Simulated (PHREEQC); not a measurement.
Make-up at 20 °C: 0.00071 mol NaOH and 0.078 mol FeCl2 per kg of water. Closed to the air; pH follows from the charge balance.

Equilibrium calculation in PHREEQC: ion-association model, phreeqc.dat.

**Question.** The ionic strength comes out as 0.224 mol/kgw. What activity coefficients do Fe+2, OH-, Cl-, Na+, FeOH+ get?

**Answer.** Fe+2 0.32, OH- 0.70, Cl- 0.71, Na+ 0.74, FeOH+ 0.73.

Precipitation was switched off in this run.
